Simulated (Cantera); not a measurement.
Feed: 1 mol FeCl3, 0.47 mol H2, 420 mol N2, held at 1698 K and 10.0 mbar.

Method: chemical equilibrium by Gibbs-energy minimisation in Cantera with the NASA 1993 tables (ideal gas, pure condensed phases). Candidate condensed phases: Fe, FeCl2, FeCl3, NH4Cl; 18 gas species. Equilibrium is a limit: real reactors are often held back by kinetics, nucleation or transport.

Base state: N2 0.995, FeCl2 0.00235, HCl 0.00210, Cl 0.000308, H2 5.86e-5, Fe 1.87e-5, H 1.11e-5 (mole fractions); condensed: gas only.

**Question.** What changes in the equilibrium state with this change: H2 from 0.47 to 39 mol?

**Answer.** 
```
species       before     after
----------  --------  --------
N2             0.995     0.911
H2           5.86e-5    0.0816
HCl          0.00210   0.00568
Fe           1.87e-5  0.000609
H            1.11e-5  0.000413
Cl          0.000308   2.24e-5
FeCl2        0.00235  0.000403
Fe(δ), mol         0     0.533
```

**Question.** What changes in the equilibrium state with this change: FeCl3 replaced by FeCl2?

**Answer.** 
```
species    before     after
-------  --------  --------
N2          0.995     0.996
FeCl2     0.00235   0.00182
HCl       0.00210   0.00106
Fe        1.87e-5  0.000553
H2        5.86e-5  0.000568
Cl       0.000308   4.99e-5
H         1.11e-5   3.45e-5
```
